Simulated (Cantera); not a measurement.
A perfectly stirred reactor is fed with H₂ : O₂ : N₂ : NO = 1 : 0.515 : 5.67 : 0.022 (molar parts), at 0.630 bar; it is adiabatic with a 725 K inlet, and is followed from long to short residence time, starting on the burning branch (τ in s: 0.025, 0.0094, 0.0035, 0.0013, 0.00047, 0.00017, 6.5e-05, 2.4e-05, 8.8e-06).

Cantera simulation using GRI-Mech 3.0 (53 species, 325 reactions); the numbers are that mechanism's predictions, not measurements. The mechanism lacks 2 NO + O2 → 2 NO2 and HONO, so NO2 and the effect of NO are under-described below about 1400 K.

Problem. What does this change do: pressure from 0.630 bar to 0.950 bar?

Solution. 
| quantity | before | after |
|---|---|---|
| blow-out, bracketed by the residence times tried | burning at 0.170 ms, out at 65.0 µs | burning at 65.0 µs, out at 24.0 µs |
| x(H₂) at τ = 25.0 ms | 0.00603 | 0.00440 |
| x(O₂) at τ = 25.0 ms | 0.00506 | 0.00430 |
| x(NO) at τ = 25.0 ms | 0.00299 | 0.00292 |
| x(H₂O₂) at τ = 25.0 ms | 1.32e-7 | 1.31e-7 |
| x(OH) at τ = 25.0 ms | 0.00199 | 0.00159 |
| x(H₂) at τ = 0.470 ms | 0.0188 | 0.0162 |
| x(O₂) at τ = 0.470 ms | 0.0137 | 0.0113 |
| x(NO) at τ = 0.470 ms | 0.00318 | 0.00318 |
| x(H₂O₂) at τ = 0.470 ms | 1.00e-6 | 9.79e-7 |
| x(OH) at τ = 0.470 ms | 0.00302 | 0.00311 |

Problem. What does this change do: pressure from 0.630 bar to 10.0 bar?

Solution. 
```json
[
 {"quantity": "blow-out, bracketed by the residence times tried", "before": "burning at 0.170 ms, out at 65.0 µs", "after": "burning at 8.80 µs, the shortest tried"},
 {"quantity": "x(H₂) at τ = 25.0 ms", "before": "0.00603", "after": "0.000600"},
 {"quantity": "x(O₂) at τ = 25.0 ms", "before": "0.00506", "after": "0.00270"},
 {"quantity": "x(NO) at τ = 25.0 ms", "before": "0.00299", "after": "0.00276"},
 {"quantity": "x(H₂O₂) at τ = 25.0 ms", "before": "1.32e-7", "after": "1.20e-7"},
 {"quantity": "x(OH) at τ = 25.0 ms", "before": "0.00199", "after": "0.000344"},
 {"quantity": "x(H₂) at τ = 0.470 ms", "before": "0.0188", "after": "0.00480"},
 {"quantity": "x(O₂) at τ = 0.470 ms", "before": "0.0137", "after": "0.00471"},
 {"quantity": "x(NO) at τ = 0.470 ms", "before": "0.00318", "after": "0.00272"},
 {"quantity": "x(H₂O₂) at τ = 0.470 ms", "before": "1.00e-6", "after": "6.85e-7"},
 {"quantity": "x(OH) at τ = 0.470 ms", "before": "0.00302", "after": "0.000994"}
]
```
The hydrogen kinetics of GRI-Mech 3.0 are dated; newer H2 mechanisms differ, most at raised pressure.
